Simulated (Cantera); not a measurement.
Si2H6 + NO (silicon oxide and oxynitride deposition)

Input: 1 mol Si2H6, 0.61 mol NO, equilibrated at 13.3 mbar.

Equilibrium computed with Cantera from the NASA thermochemical tables; the gas is ideal and each condensed phase is pure. Candidate condensed phases: H2O, Si, SiO2, Si2N2O, Si3N4; 35 gas species. The feed counts by its element totals alone. Mutual solubility and eutectic melting of coexisting phases are not modelled. Kinetics and transport are ignored.

| T (K) | log p H2 | log p SiO | log p H | log p SiH4 | log p H2O | n Si(s) | n SiO2(α-quartz) | n Si2N2O(s) | n SiO2(β-quartz) |
|---|---|---|---|---|---|---|---|---|---|
| 525 | -1.88 | <-13 | <-13 | -11.33 | <-13 | 1.24 | 0.152 | 0.305 | 0 |
| 575 | -1.88 | <-13 | <-13 | -11.09 | <-13 | 1.24 | 0.152 | 0.305 | 0 |
| 625 | -1.88 | <-13 | <-13 | -10.90 | <-13 | 1.24 | 0.152 | 0.305 | 0 |
| 675 | -1.88 | <-13 | <-13 | -10.74 | <-13 | 1.24 | 0.152 | 0.305 | 0 |
| 725 | -1.88 | <-13 | <-13 | -10.61 | <-13 | 1.24 | 0.152 | 0.305 | 0 |
| 775 | -1.88 | <-13 | -12.94 | -10.49 | <-13 | 1.24 | 0.152 | 0.305 | 0 |
| 825 | -1.88 | -13.14 | -12.04 | -10.39 | -13.17 | 1.24 | 0.152 | 0.305 | 0 |
| 875 | -1.88 | -11.88 | -11.24 | -10.31 | -12.42 | 1.24 | 0 | 0.305 | 0.152 |
| 925 | -1.88 | -10.76 | -10.52 | -10.23 | -11.76 | 1.24 | 0 | 0.305 | 0.152 |
| 975 | -1.88 | -9.75 | -9.88 | -10.17 | -11.16 | 1.24 | 0 | 0.305 | 0.152 |
| 1025 | -1.88 | -8.84 | -9.30 | -10.11 | -10.63 | 1.24 | 0 | 0.305 | 0.152 |
| 1075 | -1.88 | -8.02 | -8.77 | -10.05 | -10.14 | 1.24 | 0 | 0.305 | 0.152 |
log p: log10 of the partial pressure in bar; n: condensed amount in mol.

From 525 K to 825 K the condensed part is Si(s) + SiO2(α-quartz) + Si2N2O(s). From 875 K to 1075 K the condensed part is Si(s) + SiO2(β-quartz) + Si2N2O(s).
